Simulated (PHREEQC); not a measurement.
A solution holds 190 mmol/kgw H2SO4, 97 mmol/kgw FeSO4 and 1.4 mmol/kgw Na2SO4, at 85 °C. Closed to the air; pH follows from the charge balance.

Computed with PHREEQC (ion-association model, phreeqc.dat).

Each row changes one thing in this solution. No solid was allowed to form.

```json
[
 {"case": "as made", "pH": "1.02", "ionic strength (mol/kgw)": "0.322", "HSO4- (mol/kgw)": "0.222", "SO4-2 (mol/kgw)": "0.0170"},
 {"case": "FeSO4 from 0.097 to 0.0097 mol/kgw", "pH": "0.84", "ionic strength (mol/kgw)": "0.218", "HSO4- (mol/kgw)": "0.188", "SO4-2 (mol/kgw)": "0.00819"},
 {"case": "0.0039 mol/kgw NaHCO3 added", "pH": "1.03", "ionic strength (mol/kgw)": "0.322", "HSO4- (mol/kgw)": "0.222", "SO4-2 (mol/kgw)": "0.0174"},
 {"case": "FeSO4 left out", "pH": "0.82", "ionic strength (mol/kgw)": "0.206", "HSO4- (mol/kgw)": "0.184", "SO4-2 (mol/kgw)": "0.00751"},
 {"case": "Na2SO4 left out", "pH": "1.02", "ionic strength (mol/kgw)": "0.320", "HSO4- (mol/kgw)": "0.221", "SO4-2 (mol/kgw)": "0.0168"},
 {"case": "temperature from 85 to 90 °C", "pH": "1.03", "ionic strength (mol/kgw)": "0.320", "HSO4- (mol/kgw)": "0.225", "SO4-2 (mol/kgw)": "0.0154"},
 {"case": "diluted 2-fold with water", "pH": "1.27", "ionic strength (mol/kgw)": "0.173", "HSO4- (mol/kgw)": "0.110", "SO4-2 (mol/kgw)": "0.0120"}
]
```

Species that the database lacks are ignored. At this temperature some constants are extrapolated from 25 °C, and those without enthalpy data are left unchanged.
